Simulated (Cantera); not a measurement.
Input: 1 mol Al, 1.2 mol HCl, 11 mol H2.

Cantera equilibrium calculation (NASA polynomials, part measured and part estimated; ideal gas, pure solids and liquids). Candidate condensed phases: Al, AlCl3; 12 gas species. The tables' values for AlCl2 are old estimates. Rates play no part.

Stable condensed phases, one row left out:

```
T in K \ P in Pa
              1    6.8     46    320   2200  15000 100000
    925       A      A      B      B      B      B      B
    900       A      A      B      B      B      B      B
    850       A      B      B      B      B      B      B
    825       A      B      B      B      B      B      B
    800       B      B      B      B      B      B      B
    775       B      B      B      B      B      B      B
    750       B      B      B      B      B      B      B
    725       B      B      B      B      B      B      B
    700       B      B      B      B      B      B      B
    675       B      B      B      B      B      B      B
    650       B      B      B      B      B      B      B
```

A: gas only; B: Al.

Q: Give the row for 875 K.

A: 1: gas only; 6.8: Al; 46: Al; 320: Al; 2200: Al; 15000: Al; 100000: Al.
